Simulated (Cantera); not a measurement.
A perfectly stirred reactor is fed with 34.5 % C2H4, 65.5 % H2, at 0.00118 atm; it is held at 1675 K, and followed from long to short residence time.

Computed with Cantera and GRI-Mech 3.0 (53 species, 325 reactions). GRI-Mech 3.0 was tuned for natural gas; its chemistry of ethylene as a main component is partial and can be far from experiment. GRI-Mech 3.0 stops at C3 and has no aromatics, soot or wall deposition, so with more carbon than oxygen in the feed, carbon stays in small species such as C2H2 where larger ones or solid carbon would form. Radical loss at walls, strong at low pressure, is not modelled.

Task: Predict: x(C2H4) at τ = 5.80 s; x(H2) at τ = 5.80 s; x(C2H6) at τ = 5.80 s; x(CH2) at τ = 5.80 s; x(CH3) at τ = 5.80 s; x(C2H4) at τ = 33.0 ms; x(H2) at τ = 33.0 ms; x(C2H6) at τ = 33.0 ms; x(CH2) at τ = 33.0 ms; x(CH3) at τ = 33.0 ms.

Result: 
| Quantity | Result |
|---|---|
| x(C2H4) at τ = 5.80 s | 0.00937 |
| x(H2) at τ = 5.80 s | 0.741 |
| x(C2H6) at τ = 5.80 s | 3.28e-9 |
| x(CH2) at τ = 5.80 s | 1.43e-9 |
| x(CH3) at τ = 5.80 s | 9.81e-8 |
| x(C2H4) at τ = 33.0 ms | 0.315 |
| x(H2) at τ = 33.0 ms | 0.663 |
| x(C2H6) at τ = 33.0 ms | 2.69e-8 |
| x(CH2) at τ = 33.0 ms | 3.93e-9 |
| x(CH3) at τ = 33.0 ms | 9.97e-9 |
